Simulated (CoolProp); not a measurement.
A single-stage vapour-compression cycle with propyne: evaporating at 316.15 K (dew point), condensing at 383.15 K (bubble point), superheat 0 K, subcooling 8 K, compressor efficiency 0.75, no pressure losses. Each further row changes one setting.

Computed with CoolProp (reference Helmholtz-energy equation of state, Polt 1992). This equation is an older, rougher fit; its heat capacities, sound speeds and derivatives of the liquid may be far off and weren't checked against measurements.

```tsv
case	cooling COP	pressure ratio	discharge temperature (K)	refrigerating effect (kJ/kg)	volumetric capacity (kJ/m³)
as stated	2.39	4.23	409.1	260	4460
evaporating temperature 321.15 K	2.69	3.72	?	265	5150
condensing temperature 378.15 K	2.73	3.86	402.6	278	4770
subcooling 13 K	2.57	4.23	409.1	279	4790
superheat 10 K	2.42	4.23	?	281	4550
compressor efficiency 0.65	?	4.23	415.2	260	4460
```

**Question.** Fill in the missing entries.

**Answer.** 
- evaporating temperature 321.15 K, discharge temperature (K): 406.9
- superheat 10 K, discharge temperature (K): 419.0
- compressor efficiency 0.65, cooling COP: 2.07
